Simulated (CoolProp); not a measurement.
1-butene along the isotherm -18.25 °C: Z from the reference equation and from simpler models built on Tc = 146.1 °C, pc = 4006 kPa, ω = 0.192; each cubic takes its own stable root.

The numbers come from the reference Helmholtz-energy equation of state, Lemmon 2005 in CoolProp. It is a short technical equation, of lower accuracy than the large ones.

```csv
p (kPa),phase,reference
1670,liquid,0.06897
3340,liquid,0.1375
5010,liquid,0.2057
6680,liquid,0.2735
8350,liquid,0.3410
10000,liquid,0.4074
11700,liquid,0.4754
13400,liquid,0.5431
15000,liquid,0.6065
16700,liquid,0.6737
18400,liquid,0.7405
20000,liquid,0.8032
```

**Question.** How far does each simpler model (van der Waals, Redlich-Kwong, Soave-Redlich-Kwong, Peng-Robinson) lie from the reference over these 12 states: mean and median of the absolute difference, and the worst?

**Answer.** 
- van der Waals: mean 56.8 %, median 56.4 %, worst +60.8 % at -18.25 °C and 1670 kPa
- Redlich-Kwong: mean 8.8 %, median 8.7 %, worst +9.7 % at -18.25 °C and 1670 kPa
- Soave-Redlich-Kwong: mean 7.0 %, median 7.0 %, worst +7.6 % at -18.25 °C and 1670 kPa
- Peng-Robinson: mean 4.9 %, median 4.9 %, worst -5.0 % at -18.25 °C and 20000 kPa
